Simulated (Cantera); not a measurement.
# Hydrocarbon pyrolysis for carbon deposition

An isothermal, constant-pressure homogeneous reactor starts with C₃H₈ : H₂ = 1 : 13 (molar parts), at 1150 K and 0.132 atm.

Computed with Cantera and GRI-Mech 3.0 (53 species, 325 reactions). GRI-Mech 3.0 was tuned for natural gas; its chemistry of propane as a main component is partial and can be far from experiment. GRI-Mech 3.0 stops at C3 and has no aromatics, soot or wall deposition, so with more carbon than oxygen in the feed, carbon stays in small species such as C2H2 where larger ones or solid carbon would form.

```json
[
 {"t (s)": "0.000100", "x C₃H₈": "0.0714", "x H₂": "0.929", "x CH₄": "1.58e-5", "x C₂H": "<1e-12", "x C₂H₂": "2.05e-11", "x C₂H₆": "1.57e-6", "x CH₂": "6.55e-12"},
 {"t (s)": "0.000388", "x C₃H₈": "0.0711", "x H₂": "0.928", "x CH₄": "0.000282", "x C₂H": "<1e-12", "x C₂H₂": "5.14e-9", "x C₂H₆": "9.07e-6", "x CH₂": "1.68e-10"},
 {"t (s)": "0.00151", "x C₃H₈": "0.0677", "x H₂": "0.925", "x CH₄": "0.00335", "x C₂H": "<1e-12", "x C₂H₂": "6.95e-7", "x C₂H₆": "6.71e-5", "x CH₂": "9.69e-10"},
 {"t (s)": "0.00584", "x C₃H₈": "0.0519", "x H₂": "0.912", "x CH₄": "0.0177", "x C₂H": "<1e-12", "x C₂H₂": "2.25e-5", "x C₂H₆": "0.000351", "x CH₂": "9.00e-10"},
 {"t (s)": "0.0227", "x C₃H₈": "0.0173", "x H₂": "0.882", "x CH₄": "0.0499", "x C₂H": "<1e-12", "x C₂H₂": "0.000319", "x C₂H₆": "0.000998", "x CH₂": "3.37e-10"},
 {"t (s)": "0.0879", "x C₃H₈": "0.000924", "x H₂": "0.867", "x CH₄": "0.0669", "x C₂H": "<1e-12", "x C₂H₂": "0.00154", "x C₂H₆": "0.00163", "x CH₂": "2.18e-11"},
 {"t (s)": "0.341", "x C₃H₈": "1.36e-5", "x H₂": "0.866", "x CH₄": "0.0689", "x C₂H": "1.02e-12", "x C₂H₂": "0.00327", "x C₂H₆": "0.00185", "x CH₂": "4.96e-12"},
 {"t (s)": "1.32", "x C₃H₈": "2.78e-6", "x H₂": "0.864", "x CH₄": "0.0718", "x C₂H": "2.14e-12", "x C₂H₂": "0.00730", "x C₂H₆": "0.00171", "x CH₂": "4.58e-12"},
 {"t (s)": "5.14", "x C₃H₈": "2.26e-6", "x H₂": "0.860", "x CH₄": "0.0803", "x C₂H": "3.34e-12", "x C₂H₂": "0.0128", "x C₂H₆": "0.00140", "x CH₂": "3.98e-12"},
 {"t (s)": "19.9", "x C₃H₈": "1.87e-6", "x H₂": "0.849", "x CH₄": "0.101", "x C₂H": "2.63e-12", "x C₂H₂": "0.0125", "x C₂H₆": "0.00112", "x CH₂": "3.24e-12"},
 {"t (s)": "77.3", "x C₃H₈": "1.22e-6", "x H₂": "0.829", "x CH₄": "0.136", "x C₂H": "1.27e-12", "x C₂H₂": "0.00863", "x C₂H₆": "0.000756", "x CH₂": "2.09e-12"},
 {"t (s)": "300", "x C₃H₈": "4.89e-7", "x H₂": "0.808", "x CH₄": "0.174", "x C₂H": "<1e-12", "x C₂H₂": "0.00446", "x C₂H₆": "0.000377", "x CH₂": "<1e-12"}
]
```
x: mole fraction; the columns are a selection and need not sum to one.

Equilibrium at this temperature and pressure: C₃H₈ 1.51e-8, H₂ 0.788, CH₄ 0.211, C₂H <1e-12, C₂H₂ 0.000372, C₂H₆ 3.16e-5, CH₂ <1e-12 (gas phase only).
